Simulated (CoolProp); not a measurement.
Properties of sulfur hexafluoride along the isotherm 334.5 K.

The numbers come from the reference Helmholtz-energy equation of state, Guder 2009 in CoolProp.

| p (MPa) | phase | Z | cp (kJ/(kg K)) | conductivity (mW/(m K)) |
|---|---|---|---|---|
| 2.09 | gas | 0.8206 | 0.8239 | 17.6 |
| 4.17 | supercritical | 0.5526 | 1.442 | 25.8 |
| 6.26 | supercritical | 0.3184 | 1.664 | 45.1 |
| 8.34 | supercritical | 0.3683 | 1.266 | 50.7 |
| 10.4 | supercritical | 0.4304 | 1.153 | 54.4 |
| 12.5 | supercritical | 0.4955 | 1.095 | 57.3 |
| 14.6 | supercritical | 0.5604 | 1.059 | 59.8 |
| 16.7 | supercritical | 0.6249 | 1.034 | 61.9 |
| 18.8 | supercritical | 0.6887 | 1.015 | 63.9 |

The peak of cp marks the crossing from liquid-like to gas-like fluid above the critical point.

Thermal conductivity comes from a separate model (Assael 2012).
